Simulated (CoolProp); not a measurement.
A closed Brayton cycle with carbon dioxide: compressor inlet 311.15 K and 8.3 MPa, high pressure 19.5 MPa, turbine inlet 655 K, compressor efficiency 0.8, turbine efficiency 0.85, recuperator effectiveness 0.9 (on enthalpy, no pinch check). Each further row changes one setting.

Model: reference Helmholtz-energy equation of state, Span 1996, in CoolProp.

```csv
case,thermal efficiency (%),net work (kJ/kg),compressor to turbine work,compressor exit (K),turbine exit (K)
as stated,24.8,51.2,0.37,362.0,569.2
turbine inlet 605 K,22.4,43.2,0.41,362.0,522.2
compressor inlet 321.15 K,22.3,39.2,0.52,390.4,569.2
high pressure 16.6 MPa,23.5,44.0,0.35,352.2,585.2
recuperator effectiveness 0.5,16.8,51.2,0.37,362.0,569.2
```
